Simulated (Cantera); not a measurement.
What does this Cantera script print?

```python
import numpy as np
import cantera as ct

gas_names = [...]  # 110 gases of nasa_gas.yaml made of C, H, O
cond_names = """
    C(gr) C6H6(L) C7H8(L) C8H18(L),n-octa H2O(s) H2O(L)
""".split()


# ... load() reads the species with a 1 bar reference pressure and builds the phases ...
atoms = {
    'C2H4': {'C': 2, 'H': 4},
    'H2O': {'H': 2, 'O': 1},
    'H2': {'H': 2},
}
top_T = {'C(gr)': 4500}  # K; cautious upper limits of use, not melting points


# ... equilibrate(T, P, feed) seeds the gas with the atoms and calls Mixture.equilibrate('TP', solver="vcs", rtol=1e-11, max_steps=5000) ...
results = []
feed = {'C2H4': 1, 'H2O': 1.7, 'H2': 0.92}  # mol
P = 110000  # Pa
for T in [1150, 1350, 1550, 1750, 1950, 2150, 2350]:
    mix = equilibrate(T, P, feed)
    results.append((T, P, feed, dict(zip(mix.species_names, mix.species_moles))))

top = {s: max(r[3][s] / sum(r[3][g] for g in gas_names) for r in results) for s in gas_names}
cols = sorted((s for s in top if top[s] > 0.001), key=lambda s: -top[s])[:6]
seen = [c for c in cond_names if any(r[3].get(c, 0) > 1e-12 for r in results)]
print("log10 of partial pressures in bar; condensed amounts in mol")
print(f"{'T/K':>10s}" + "".join(f"{s[:9]:>10s}" for s in cols + seen))
for T, P, feed, n in results:
    ng = sum(n[g] for g in gas_names)
    print(f"{T:10.4g}" + "".join(f"{np.log10(max(n[s] / ng * P / 1e5, 1e-99)):10.3f}" for s in cols)
          + "".join(f"{n.get(c, 0):10.4g}" for c in seen))
```

Result:

```
log10 of partial pressures in bar; condensed amounts in mol
       T/K        H2        CO       CH4         H       H2O C2H2,acet     C(gr)
      1150    -0.105    -0.543    -1.841    -7.180    -1.977    -7.517    0.2964
      1350    -0.097    -0.530    -2.434    -5.671    -2.869    -6.004    0.2881
      1550    -0.096    -0.529    -2.883    -4.550    -3.541    -4.890    0.2942
      1750    -0.095    -0.529    -3.230    -3.681    -4.058    -4.035    0.2961
      1950    -0.096    -0.529    -3.504    -2.989    -4.467    -3.358    0.2933
      2150    -0.097    -0.530    -3.727    -2.424    -4.798    -2.810     0.281
      2350    -0.102    -0.531    -3.916    -1.955    -5.075    -2.361    0.2485
```

Cantera equilibrium calculation (NASA polynomials, part measured and part estimated; ideal gas, pure solids and liquids).
